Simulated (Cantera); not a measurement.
Cantera run:

```python
import numpy as np
import cantera as ct

gas_names = """
    CL CL2 H HCL H2 Si SiCL SiCL2 SiCL3 SiCL4 SiH SiHCL3 SiH2 SiH2CL2 SiH3 SiH3CL SiH4 Si2 Si3
""".split()
cond_names = """
    Si(cr) Si(L)
""".split()


# ... load() reads the species with a 1 bar reference pressure and builds the phases ...
atoms = {
    'Si': {'Si': 1},
    'HCl': {'H': 1, 'CL': 1},
    'H2': {'H': 2},
    'Cl2': {'CL': 2},
}
top_T = {}  # K; cautious upper limits of use, not melting points


# ... equilibrate(T, P, feed) seeds the gas with the atoms and calls Mixture.equilibrate('TP', solver="vcs", rtol=1e-11, max_steps=5000) ...
results = []
T = 923.15  # K
P = 100000  # Pa
for m in [0.51, 0.67, 0.89, 1.2, 1.5, 2, 2.7]:
    feed = {'Si': 1, 'HCl': m, 'H2': 0.43, 'Cl2': 1.7}  # mol
    mix = equilibrate(T, P, feed)
    results.append((T, P, feed, dict(zip(mix.species_names, mix.species_moles))))
    x = sorted(zip(gas.X, gas.species_names), reverse=True)
    print(f"T = {T:g} K  P = {P:g} Pa  n(HCl) = {m:g} mol  gas = {mix.phase_moles(0):.4g} mol")
    print("   x: " + "  ".join(f"{s} {v:.3e}" for v, s in x if v > 0.001))
    print("   condensed (mol): " + ("  ".join(f"{mix.phase(i).name} {mix.phase_moles(i):.4g}"
          for i in range(1, mix.n_phases) if mix.phase_moles(i) > 1e-12) or "none"))
```

Result:

```
T = 923.15 K  P = 100000 Pa  n(HCl) = 0.51 mol  gas = 1.641 mol
   x: SiCL4 5.440e-01  H2 3.790e-01  SiHCL3 6.416e-02  HCL 1.147e-02
   condensed (mol): none
T = 923.15 K  P = 100000 Pa  n(HCl) = 0.67 mol  gas = 1.8 mol
   x: SiCL4 5.412e-01  H2 3.912e-01  HCL 5.328e-02  SiHCL3 1.418e-02
   condensed (mol): none
T = 923.15 K  P = 100000 Pa  n(HCl) = 0.89 mol  gas = 2.02 mol
   x: SiCL4 4.908e-01  H2 3.571e-01  HCL 1.478e-01  SiHCL3 4.231e-03
   condensed (mol): none
T = 923.15 K  P = 100000 Pa  n(HCl) = 1.2 mol  gas = 2.33 mol
   x: SiCL4 4.273e-01  H2 3.115e-01  HCL 2.594e-01  SiHCL3 1.832e-03
   condensed (mol): none
T = 923.15 K  P = 100000 Pa  n(HCl) = 1.5 mol  gas = 2.63 mol
   x: SiCL4 3.791e-01  HCL 3.433e-01  H2 2.765e-01  SiHCL3 1.090e-03
   condensed (mol): none
T = 923.15 K  P = 100000 Pa  n(HCl) = 2 mol  gas = 3.13 mol
   x: HCL 4.479e-01  SiCL4 3.189e-01  H2 2.326e-01
   condensed (mol): none
T = 923.15 K  P = 100000 Pa  n(HCl) = 2.7 mol  gas = 3.83 mol
   x: HCL 5.486e-01  SiCL4 2.608e-01  H2 1.903e-01
   condensed (mol): none
```

Cantera equilibrium calculation (NASA polynomials, part measured and part estimated; ideal gas, pure solids and liquids). The tables' values for SiCl3 are old estimates; treat these amounts as uncertain.
